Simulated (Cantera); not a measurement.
An adiabatic, constant-pressure homogeneous reactor starts with 13.6 % C₂H₄, 17.6 % O₂, 66.4 % N₂, 2.44 % H₂O, equivalence ratio 2.3, at 1100 K and 750 Torr.

Detailed kinetics in Cantera: GRI-Mech 3.0 (53 species, 325 reactions). GRI-Mech 3.0 was tuned for natural gas; its chemistry of ethylene as a main component is partial and can be far from experiment.

Q: Predict: time of steepest temperature rise; temperature at 0.700 s; equilibrium temperature; x(O₂) at 0.700 s; x(H₂O) at 0.700 s; x(HCN) at 0.700 s; x(NO) at 0.700 s.

A: 
```
Quantity                                                            Result
---------------------------------  ---------------------------------------
time of steepest temperature rise                                  9.91 ms
temperature at 0.700 s                                              2331 K
equilibrium temperature                                             2331 K
x(O₂) at 0.700 s                   1.10e-6 (gas-phase equilibrium 1.10e-6)
x(H₂O) at 0.700 s                    0.0702 (gas-phase equilibrium 0.0702)
x(HCN) at 0.700 s                  3.08e-7 (gas-phase equilibrium 3.08e-7)
x(NO) at 0.700 s                   3.18e-5 (gas-phase equilibrium 3.18e-5)
```
